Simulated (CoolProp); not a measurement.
A closed Brayton cycle with nitrogen: compressor inlet 329.15 K and 7.6 MPa, high pressure 17.7 MPa, turbine inlet 680 K, compressor efficiency 0.85, turbine efficiency 0.93, recuperator effectiveness 0.8 (on enthalpy, no pinch check). Each further row changes one setting.

Model: reference Helmholtz-energy equation of state, Span 2000, in CoolProp.

```csv
case,thermal efficiency (%),net work (kJ/kg),compressor to turbine work,compressor exit (K),turbine exit (K)
as stated,19.2,34.1,0.77,436.4,547.6
turbine inlet 630 K,[?],[?],0.83,436.4,[?]
compressor inlet 339.15 K,17.5,30.4,0.80,449.5,547.6
high pressure 15 MPa,20.2,32.5,0.73,413.3,[?]
recuperator effectiveness 0.5,16.0,34.1,0.77,436.4,547.6
```

**Question.** What belongs in the gaps?

**Answer.** 
- turbine inlet 630 K, thermal efficiency (%): 14.7
- turbine inlet 630 K, net work (kJ/kg): 23.1
- turbine inlet 630 K, turbine exit (K): 506.1
- high pressure 15 MPa, turbine exit (K): 571.5
